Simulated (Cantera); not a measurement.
An isothermal, constant-pressure homogeneous reactor starts with C₂H₆ : N₂ = 1 : 60 (molar parts), at 1525 K and 0.0138 atm.

Cantera simulation using GRI-Mech 3.0 (53 species, 325 reactions); the numbers are that mechanism's predictions, not measurements. GRI-Mech 3.0 stops at C3 and has no aromatics, soot or wall deposition, so with more carbon than oxygen in the feed, carbon stays in small species such as C2H2 where larger ones or solid carbon would form. Radical loss at walls, strong at low pressure, is not modelled.

x: mole fraction; the columns are a selection and need not sum to one.

```
t (s)       x C₂H₆     x CH₃     x C₂H      x H₂       x H
--------  --------  --------  --------  --------  --------
0.000300    0.0160  0.000741    <1e-12   1.23e-5   7.16e-6
0.000732    0.0152   0.00167  1.54e-11  0.000220   4.97e-5
0.00179     0.0120   0.00329   6.33e-9   0.00210  0.000157
0.00436    0.00479   0.00381   8.62e-8   0.00856  0.000303
0.0107    0.000334   0.00143   2.56e-7    0.0176  0.000327
0.0260     1.92e-5  0.000446   1.63e-7    0.0231  0.000157
0.0635           ?         ?         ?    0.0256         ?
0.155      1.97e-6  0.000121   6.10e-8    0.0268   5.30e-5
0.378      8.67e-7   7.51e-5   4.04e-8    0.0273   3.51e-5
0.923      4.27e-7   5.04e-5   2.91e-8    0.0276   2.54e-5
2.25             ?         ?   2.55e-8    0.0280   2.23e-5
5.50       1.89e-7   3.32e-5   2.64e-8    0.0287   2.33e-5
13.4       9.56e-8   2.39e-5   2.90e-8    0.0297   2.59e-5
32.8       2.88e-8   1.34e-5   3.30e-8    0.0307   2.98e-5
80.0       5.31e-9   5.85e-6   3.67e-8    0.0313   3.34e-5
```

**Question.** Fill in the missing entries.

**Answer.** 
- 0.0635, x C₂H₆: 5.03e-6
- 0.0635, x CH₃: 0.000212
- 0.0635, x C₂H: 9.59e-8
- 0.0635, x H: 8.54e-5
- 2.25, x C₂H₆: 2.73e-7
- 2.25, x CH₃: 3.97e-5
